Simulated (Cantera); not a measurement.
Charge: 1 mol CH3SiH3, 88 mol H2, at 1.20 mbar.

Method: chemical equilibrium by Gibbs-energy minimisation in Cantera with the NASA 1993 tables (ideal gas, pure condensed phases). Candidate condensed phases: C, C6H6, C7H8, C8H18, Si, SiC; 87 gas species. The feed counts by its element totals alone. Gases not in the tables: Si2H6 and higher silanes. Rates play no part.

log p: log10 of the partial pressure in bar; n: condensed amount in mol.

```csv
T (K),log p H2,log p H,log p Si,log p C2H2 (acetylene),log p SiC2,log p Si2C,n SiC(s),n C(graphite)
1400,-2.92,-6.77,-9.92,-11.50,<-14,-13.10,1.000,0
1500,-2.92,-6.21,-9.21,-9.78,-13.78,-12.03,1.000,0
1600,-2.92,-5.73,-8.39,-8.69,-12.00,-10.88,1.000,0
1700,-2.92,-5.29,-7.59,-7.87,-10.51,-9.81,0.998,0
1800,-2.93,?,?,?,?,?,0.989,0
1900,-2.93,-4.57,-6.24,-6.53,-8.02,-8.00,0.952,0
2000,-2.94,-4.26,-5.62,-6.06,-7.01,-7.18,0.791,0.0514
2100,-2.96,-3.99,-4.98,-5.81,-6.17,-6.37,0.0280,0.579
2200,-3.00,?,-4.98,?,?,?,0,?
2300,-3.05,-3.54,-5.01,-5.41,-5.87,-7.23,0,0.0646
```

Q: Some entries are withheld; supply them.

A: 
- 2200, log p H: -3.75
- 2200, log p C2H2 (acetylene): -5.59
- 2200, log p SiC2: -5.99
- 2200, log p Si2C: -6.78
- 2200, n C(graphite): 0.386
- 1800, log p H: -4.91
- 1800, log p Si: -6.88
- 1800, log p C2H2 (acetylene): -7.16
- 1800, log p SiC2: -9.19
- 1800, log p Si2C: -8.85
